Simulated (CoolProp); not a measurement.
Aqueous magnesium chloride as a coolant, at 28 °C, 1 atm.

The numbers come from the Melinder's fits for secondary coolants in CoolProp.

| mass % | freezing point (°C) | viscosity (mPa s) | Prandtl number | conductivity (W/(m K)) | cp (kJ/(kg K)) |
|---|---|---|---|---|---|
| 2.1 | -1.3 | 0.952 | 6.39 | 0.606 | 4.065 |
| 5.2 | -3.1 | 1.01 | 6.53 | 0.600 | 3.891 |
| 8.3 | -6.1 | 1.10 | 6.91 | 0.594 | 3.716 |
| 11.4 | -10.4 | 1.30 | 7.84 | 0.586 | 3.546 |
| 14.5 | -15.8 | 1.52 | 8.94 | (withheld) | 3.388 |
| 17.6 | -22.4 | 1.75 | 9.96 | 0.568 | 3.241 |
| 20.7 | -30.9 | (withheld) | 12.3 | 0.559 | 3.100 |
| 23.8 | -43.4 | 4.78 | 25.7 | (withheld) | 2.950 |

Q: What belongs in the gaps?

A: 
- 14.5, conductivity (W/(m K)): 0.578
- 20.7, viscosity (mPa s): 2.22
- 23.8, conductivity (W/(m K)): 0.549
